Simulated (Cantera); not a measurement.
Input (Python, Cantera) and output of one run.

```python
import numpy as np
import cantera as ct

gas_names = """
    N2 N2O
""".split()
cond_names = """
    V2O5(s) V2O5(L) V(cr) V(L)
""".split()


# ... load() reads the species with a 1 bar reference pressure and builds the phases ...
species = {s.name: s for s in load("nasa_gas.yaml", gas_names) + load("nasa_condensed.yaml", cond_names)}
# Each term lists the table entries of one substance; the one whose range holds T is used.
reactions = {
    '5 N2(g) + V2O5 = 5 N2O(g) + 2 V':
        [(-5, ['N2']), (-1, ['V2O5(s)', 'V2O5(L)']), (5, ['N2O']), (2, ['V(cr)', 'V(L)'])],
}


def pick(names, T):
    return next(species[n] for n in names if species[n].thermo.min_temp <= T <= species[n].thermo.max_temp)


results = []
for label, terms in reactions.items():
    print(label)
    print("     T/K   dH/kJ  dS/(J/K)   dG/kJ   log10 K")
    for T in [700, 775, 850, 925, 1000, 1075, 1150, 1225, 1300, 1375, 1450]:
        used = [(nu, pick(names, T)) for nu, names in terms]
        dH = sum(nu * s.thermo.h(T) for nu, s in used) / 1e6
        dS = sum(nu * s.thermo.s(T) for nu, s in used) / 1e3
        dG = dH - T * dS / 1e3
        logK = -dG * 1e6 / (ct.gas_constant * T * np.log(10))
        results.append((label, T, dH, dS, dG, logK, [s.name for _, s in used]))
        print(f"{T:8g} {dH:8.1f} {dS:8.1f} {dG:8.1f} {logK:8.2f}")
```

Output:

```
5 N2(g) + V2O5 = 5 N2O(g) + 2 V
     T/K   dH/kJ  dS/(J/K)   dG/kJ   log10 K
     700   1948.0     45.9   1915.9  -142.96
     775   1946.8     44.2   1912.5  -128.90
     850   1945.7     42.9   1909.3  -117.33
     925   1944.8     41.8   1906.1  -107.63
    1000   1879.0    -27.9   1906.9   -99.60
    1075   1877.7    -29.1   1909.0   -92.76
    1150   1876.7    -30.1   1911.3   -86.81
    1225   1875.9    -30.8   1913.6   -81.59
    1300   1875.2    -31.3   1915.9   -76.98
    1375   1874.8    -31.6   1918.2   -72.87
    1450   1874.6    -31.7   1920.6   -69.19
```

Cantera with NASA thermochemical tables; ideal gases at 1 bar, condensed phases pure. Condensed species are held in their standard states even where they would react or evaporate.
